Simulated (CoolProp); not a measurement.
Values from CoolProp's reference Helmholtz-energy equation of state, Lemmon 2009.

Q: For propane, give the phase and the density (kg/m³), Prandtl number at -38.25 °C and 40.9 bar.

A: 
- -38.25 °C and 40.9 bar: liquid; density 581, Prandtl number 3.39

Viscosity comes from a separate model (Vogel 1998). Thermal conductivity comes from a separate model (Marsh 2002).
